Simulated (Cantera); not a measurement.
Input (Python, Cantera):

```python
import numpy as np
import cantera as ct

gas = ct.Solution("gri30.yaml")
gas.TPX = 350, 97000, {'CH4': 1, 'O2': 1.43, 'N2': 5.37}
inlet = ct.Reservoir(gas, clone=True)
gas.equilibrate("HP")  # start burning
reactor = ct.IdealGasConstPressureReactor(gas, energy="on", clone=False)
exhaust = ct.Reservoir(gas, clone=True)
tau = [0.059, 0.03, 0.015, 0.0076, 0.0038, 0.0019, 0.00098, 0.0005, 0.00025, 0.00013, 6.4e-05, 3.2e-05, 1.6e-05][0]
for a, b in ((inlet, reactor), (reactor, exhaust)):
    ct.MassFlowController(a, b, mdot=lambda t: reactor.mass / tau)
net = ct.ReactorNet([reactor])
show = ['CH4', 'O2', 'CH2CO', 'C2H4', 'HCO']

rows = []
print(f"{'tau/s':>10s}{'T/K':>9s}" + "".join(f"{s:>11s}" for s in show))
for tau in [0.059, 0.03, 0.015, 0.0076, 0.0038, 0.0019, 0.00098, 0.0005, 0.00025, 0.00013, 6.4e-05, 3.2e-05, 1.6e-05]:
    net.initial_time = 0.0
    net.advance(30 * tau)
    before = gas.X
    net.advance(40 * tau)
    drift = np.max(np.abs(gas.X - before) / (gas.X + 1e-9))
    rows.append([gas.T, *gas[show].X, drift])
    print(f"{tau:10.3e}{gas.T:9.1f}" + "".join(f"{x:11.3e}" for x in gas[show].X))
```

Result:

```
     tau/s      T/K        CH4         O2      CH2CO       C2H4        HCO
 5.900e-02   2009.1  2.939e-04  2.011e-04  6.853e-07  9.194e-07  1.203e-07
 3.000e-02   2006.4  3.962e-04  3.363e-04  1.226e-06  1.963e-06  2.089e-07
 1.500e-02   2002.2  5.203e-04  5.616e-04  2.097e-06  3.980e-06  3.776e-07
 7.600e-03   1996.0  6.748e-04  9.243e-04  3.411e-06  7.660e-06  6.838e-07
 3.800e-03   1986.6  9.011e-04  1.551e-03  5.559e-06  1.495e-05  1.258e-06
 1.900e-03   1971.5  1.270e-03  2.672e-03  9.308e-06  3.030e-05  2.316e-06
 9.800e-04   1946.5  1.925e-03  4.743e-03  1.649e-05  6.480e-05  4.142e-06
 5.000e-04   1886.3  3.820e-03  1.037e-02  4.161e-05  1.947e-04  7.386e-06
 2.500e-04    350.0  1.282e-01  1.833e-01  9.377e-18  6.060e-17 -3.175e-37
 1.300e-04    350.0  1.282e-01  1.833e-01 -1.728e-19 -1.117e-18  3.289e-38
 6.400e-05    350.0  1.282e-01  1.833e-01 -1.101e-21 -7.117e-21  1.611e-42
 3.200e-05    350.0  1.282e-01  1.833e-01 -6.957e-23 -4.496e-22  8.512e-45
 1.600e-05    350.0  1.282e-01  1.833e-01 -4.394e-24 -2.840e-23  9.253e-47
```

Computed with Cantera and GRI-Mech 3.0 (53 species, 325 reactions).
